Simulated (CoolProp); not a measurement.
Fluorine at 295 K and 6.83 MPa is throttled through a valve to 0.855 MPa with no heat exchange. Each further row changes one setting.

Values from CoolProp's reference Helmholtz-energy equation of state, de Reuck 1990.

```
case                       temperature change (K)  final density (kg/m³)
-------------------------  ----------------------  ---------------------
as stated                                   -11.2                   13.8
outlet pressure 0.257 MPa                   -12.5                   4.16
outlet pressure 1.11 MPa                    -10.7                   17.9
```
